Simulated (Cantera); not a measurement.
A closed system holds: 1 mol Pb, 0.09 mol H2, at 750 Torr.

Cantera equilibrium calculation (NASA polynomials, part measured and part estimated; ideal gas, pure solids and liquids). Candidate condensed phases: Pb; 4 gas species. Kinetics and transport are ignored. All values below are at 1025 K.

Base state: H2 1.000, Pb 2.78e-5 (mole fractions); condensed: Pb(l).

### Question
What changes in the equilibrium state with this change: 0.18 mol CO2 added?

### Answer
| species | before | after |
|---|---|---|
| CO2 | 0 | 0.457 |
| H2O | 0 | 0.209 |
| CO | 0 | 0.209 |
| H2 | 1.000 | 0.124 |
| Pb | 2.78e-5 | 2.78e-5 |
| CH4 | 0 | 3.72e-5 |
| Pb(l), mol | 1.000 | 1.000 |
Further candidate phases: C, C6H6, C7H8, C8H18, H2O, PbO, PbO2, Pb3O4.
